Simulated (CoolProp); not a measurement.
Oxygen along the isobar 6.63 MPa: Z from the reference equation and from simpler models built on Tc = 154.6 K, pc = 5.046 MPa, ω = 0.022; each cubic takes its own stable root.

Model: reference Helmholtz-energy equation of state, Schmidt 1985, in CoolProp.

```tsv
T (K)	phase	reference	van der Waals	Redlich-Kwong	Soave-Redlich-Kwong	Peng-Robinson
88.5	liquid	0.2479	0.3569	0.2445	0.2472	0.2195
105.9	liquid	0.2234	0.3191	0.2227	0.2243	0.1989
123.4	liquid	0.2108	0.2989	0.2148	___	0.1911
140.9	liquid	0.2116	0.2968	0.2248	0.2249	0.2001
158.3	supercritical	0.2628	0.3387	0.3012	0.3019	___
175.8	supercritical	0.6300	0.6051	0.6317	0.6366	0.6041
193.3	supercritical	___	0.7353	0.7581	0.7649	0.7334
210.7	supercritical	0.8307	0.8054	0.8281	0.8365	0.8070
228.2	supercritical	0.8770	0.8516	___	0.8834	0.8560
```

Task: Fill in the missing entries.

Result: 
- 123.4, Soave-Redlich-Kwong: 0.2156
- 158.3, Peng-Robinson: 0.2757
- 193.3, reference: 0.7596
- 228.2, Redlich-Kwong: 0.8737
